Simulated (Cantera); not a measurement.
Input: 1 mol SiF4, 8.3 mol H2O, 6.4 mol H2, equilibrated at 47.0 mbar.

Cantera equilibrium calculation (NASA polynomials, part measured and part estimated; ideal gas, pure solids and liquids). Candidate condensed phases: H2O, Si, SiO2; 38 gas species. Equilibrium is a limit: real reactors are often held back by kinetics, nucleation or transport. All values below are at 1025 K.

Base state: H2 0.384, H2O 0.384, HF 0.229, SiF4 0.00290 (mole fractions); condensed: SiO2(β-quartz).

Task: What changes in the equilibrium state with this change: SiF4 replaced by TEOS?

Result: 
```json
[
 {"species": "H2", "before": "0.384", "after": "0.705"},
 {"species": "CO", "before": "0", "after": "0.224"},
 {"species": "H2O", "before": "0.384", "after": "0.0499"},
 {"species": "HF", "before": "0.229", "after": "0"},
 {"species": "CO2", "before": "0", "after": "0.0205"},
 {"species": "SiF4", "before": "0.00290", "after": "0"},
 {"species": "CH4", "before": "0", "after": "6.79e-5"},
 {"species": "SiO2(β-quartz), mol", "before": "0.952", "after": "1.00"}
]
```
The feed counts by its element totals alone. Further candidate phases: C, C6H6, C7H8, C8H18, SiC.
